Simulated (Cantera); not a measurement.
An adiabatic, constant-volume homogeneous reactor starts with C₃H₈ : O₂ : N₂ = 1 : 11.6 : 43.7 (molar parts), at 1800 K and 10.0 bar. Integrator tolerance rtol = 1e-08.

Computed with Cantera and GRI-Mech 3.0 (53 species, 325 reactions). GRI-Mech 3.0 was tuned for natural gas; its chemistry of propane as a main component is partial and can be far from experiment.

What does this change do: 0.43 parts H2 added?


```
quantity                                                            before                                    after
---------------------------------  ---------------------------------------  ---------------------------------------
time of steepest temperature rise                                  2.05 µs                                  1.91 µs
temperature at 4.00 s                                               2768 K                                   2799 K
equilibrium temperature                                             2768 K                                   2799 K
x(C₃H₈) at 4.00 s                    <1e-12 (gas-phase equilibrium <1e-12)    <1e-12 (gas-phase equilibrium <1e-12)
x(O₂) at 4.00 s                        0.101 (gas-phase equilibrium 0.101)    0.0965 (gas-phase equilibrium 0.0965)
x(NO) at 4.00 s                      0.0238 (gas-phase equilibrium 0.0238)    0.0242 (gas-phase equilibrium 0.0242)
x(CH₃) at 4.00 s                     <1e-12 (gas-phase equilibrium <1e-12)    <1e-12 (gas-phase equilibrium <1e-12)
x(H₂O₂) at 4.00 s                  9.42e-7 (gas-phase equilibrium 9.42e-7)  1.07e-6 (gas-phase equilibrium 1.07e-6)
x(C₂H₂) at 4.00 s                    <1e-12 (gas-phase equilibrium <1e-12)    <1e-12 (gas-phase equilibrium <1e-12)
```
